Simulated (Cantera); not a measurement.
An isothermal plug-flow reactor at 998 K and 1.50 bar (inlet), inlet velocity 3.7 m/s, active area per volume 1400 1/m; feed CH₄ : O₂ : N₂ = 0.0044 : 0.021 : 0.79 (molar parts), equivalence ratio 0.42.

Computed with Cantera and Deutschmann's 1995 Pt surface mechanism with GRI-Mech 3.0 gas chemistry. Catalytic surfaces can have several steady states; this one follows from the mechanism file's or the stated starting coverage. Mass transfer to the wall is taken as infinitely fast.

One state of this run: x CH₄ = 0.00531; x O₂ = 0.0256; x H₂O = 0.000171; x CO₂ = 8.24e-5; x CO = 2.88e-6; θ free Pt = 0.251; θ O* = 0.748; θ OH* = 0.000376. x: gas mole fraction; θ: surface coverage.

Task: Which value of z (m) does it belong to?
(A) 0.0027
(B) 0.00096
(C) 0.0074
(D) 0.00035

Result: D, 0.00035
